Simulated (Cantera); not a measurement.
Input: 1 mol SiC, 0.15 mol O2, 850 mol N2, at 0.630 bar.

Method: chemical equilibrium by Gibbs-energy minimisation in Cantera with the NASA 1993 tables (ideal gas, pure condensed phases). Candidate condensed phases: C, Si, SiC, SiO2, Si2N2O, Si3N4; 34 gas species. Mutual solubility and eutectic melting of coexisting phases are not modelled. Kinetics and transport are ignored. All values below are at 1277 °C.

Base state: N2 1.000, CO 0.000282 (mole fractions); condensed: C(graphite) + Si2N2O(s) + Si3N4(s).

Q: What changes in the equilibrium state with this change: pressure from 0.630 bar to 1.33 mbar?

A: 
```tsv
species	before	after
N2	1.000	1.000
CO	0.000282	0.000179
SiO	2.58e-7	0.000174
C(graphite), mol	0.761	0
Si2N2O(s), mol	0.0606	0
Si3N4(s), mol	0.293	0
SiC(s), mol	0	0.848
```
